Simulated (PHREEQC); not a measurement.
PHREEQC input (ion-association model, wateq4f.dat):

```
SOLUTION_MASTER_SPECIES
  An  An-  0  An  62.0  # stands for a non-complexing anion
SOLUTION_SPECIES
  An- = An-
    -log_k 0
    -gamma 3.0 0
PHASES
  Fix_H+
    H+ = H+
    -log_k 0
SOLUTION 1
  temp 25
  units mmol/kgw
  pH 7 charge
  F 0.0013
  Na 1.0013
  B 0.0055
  Cl 0.0092
  Mn(2) 0.0046
  An 1
END
SELECTED_OUTPUT 1
  -reset false
  -pH true
  -pe true
  -ionic_strength true
  -water true
  -totals B Cl F Mn Na Mn(2) Mn(3) Mn(6) Mn(7)
  -molalities Hfo_wOH Hfo_wOH2+ Hfo_wO- Hfo_sOH Hfo_sOH2+ Hfo_sO- Hfo_wF Hfo_wOHF- Hfo_wH2BO3 Hfo_sOMn+
    Hfo_wOMn+
  -saturation_indices Pyrochroite Halite
USER_PUNCH 1
  -headings sigma psi
  10 PUNCH EDL("sigma", "Hfo"), EDL("psi", "Hfo")
PRINT
  -reset false
USE solution 1
SURFACE 1
  Hfo_wOH 5.39326e-05 600 0.024
  Hfo_sOH 1.34831e-06
EQUILIBRIUM_PHASES 1
  Fix_H+ -3 HAn 10
    -force_equality true
END
# ... the last block is repeated for the other 16 points of pH, with NaOH or the acid as the point needs
```

Selected output (columns that matter, 10 of 17 rows; pH added in front):

```
pH	mu	B	F	Mn	Na	m_Hfo_wOH	m_Hfo_wOH2+	m_Hfo_wO-	m_Hfo_sOH	m_Hfo_sOH2+	si_Pyrochroite	si_Halite	sigma	psi
3	0.0020819	5.4996e-06	2.0638e-07	4.6e-06	0.0010013	1.6064e-05	3.6613e-05	1.6146e-07	4.0991e-07	9.3428e-07	-14.623	-9.6615	0.24753	0.23261
3.75	0.0012101	5.4993e-06	1.7783e-07	4.6e-06	0.0010013	2.9859e-05	2.2023e-05	9.274e-07	7.6234e-07	5.6229e-07	-13.104	-9.6516	0.13988	0.21723
4.5	0.0010535	5.4992e-06	3.5072e-07	4.6e-06	0.0010013	3.6728e-05	1.4056e-05	2.1985e-06	9.3464e-07	3.5769e-07	-11.6	-9.6494	0.076377	0.18972
4.88	0.0010329	5.4991e-06	5.2306e-07	4.5999e-06	0.0010013	3.8613e-05	1.1597e-05	2.9452e-06	9.7934e-07	2.9414e-07	-10.839	-9.6491	0.055086	0.17347
5.62	0.0010196	5.4991e-06	9.3782e-07	4.5968e-06	0.0010013	4.0554e-05	8.6688e-06	4.3463e-06	1.0184e-06	2.1769e-07	-9.3589	-9.6489	0.027581	0.13843
6.38	0.0010162	5.4991e-06	1.2018e-06	4.5189e-06	0.0010013	4.122e-05	7.2175e-06	5.3931e-06	9.7234e-07	1.7025e-07	-7.8462	-9.6489	0.012466	0.098597
7.12	0.001014	5.4991e-06	1.2782e-06	3.7688e-06	0.0010023	4.1339e-05	6.243e-06	6.2707e-06	4.4114e-07	6.6621e-08	-6.4451	-9.6484	0.005249	0.058621
7.5	0.0010139	5.4991e-06	1.2902e-06	3.1837e-06	0.0010041	4.1166e-05	5.7726e-06	6.725e-06	1.463e-07	2.0516e-08	-5.7586	-9.6476	0.0030259	0.038047
8.25	0.001014	5.4992e-06	1.298e-06	1.1009e-06	0.0010107	3.934e-05	4.4546e-06	7.9591e-06	1.9005e-08	2.152e-09	-4.7212	-9.6448	-6.0098e-05	-0.00082656
9	0.0010233	5.4995e-06	1.2996e-06	6.1705e-08	0.0010233	3.8129e-05	3.7763e-06	8.8195e-06	1.2577e-08	1.2456e-09	-4.481	-9.6395	-0.0033964	-0.041753
```

Real BF4- forms and hydrolyses slowly; the run takes it at equilibrium. The oxide is taken as insoluble; below pH 4 it would dissolve.
